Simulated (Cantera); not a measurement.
Input: 1 mol SiH2Cl2, 1.8 mol HCl, 24 mol N2, equilibrated at 13300 Pa.

These are equilibrium values from Cantera (NASA tables, ideal gas, pure condensed phases), not measurements of a reactor. Candidate condensed phases: NH4Cl, Si, Si3N4; 28 gas species. N2 is the only nitrogen source here; it is nearly inert below about 1500 K, so the nitride shown seldom forms there in practice. The tables' values for SiCl3 are old estimates; treat these amounts as uncertain. Rates play no part. All values below are at 1325 K.

Base state: N2 0.870, HCl 0.0951, H2 0.0226, SiCl4 0.0103, SiCl3 0.000920, SiCl2 0.000444, SiHCl3 0.000126 (mole fractions); condensed: Si3N4(s).

Q: What changes in the equilibrium state with this change: pressure from 13300 Pa to 430 Pa?

A: 
| species | before | after |
|---|---|---|
| N2 | 0.870 | 0.867 |
| HCl | 0.0951 | 0.100 |
| H2 | 0.0226 | 0.0198 |
| SiCl2 | 0.000444 | 0.00558 |
| SiCl4 | 0.0103 | 0.00532 |
| Cl | 2.37e-6 | 1.49e-5 |
| SiCl3 | 0.000920 | 0.00234 |
| SiHCl3 | 0.000126 | 5.38e-5 |
| Si3N4(s), mol | 0.227 | 0.213 |

Q: What changes in the equilibrium state with this change: pressure from 13300 Pa to 1330 Pa?

A: 
```json
[
 {"species": "N2", "before": "0.870", "after": "0.868"},
 {"species": "HCl", "before": "0.0951", "after": "0.0997"},
 {"species": "H2", "before": "0.0226", "after": "0.0201"},
 {"species": "SiCl4", "before": "0.0103", "after": "0.00736"},
 {"species": "SiCl2", "before": "0.000444", "after": "0.00256"},
 {"species": "SiCl3", "before": "0.000920", "after": "0.00186"},
 {"species": "SiHCl3", "before": "0.000126", "after": "7.61e-5"},
 {"species": "Si3N4(s), mol", "before": "0.227", "after": "0.226"}
]
```
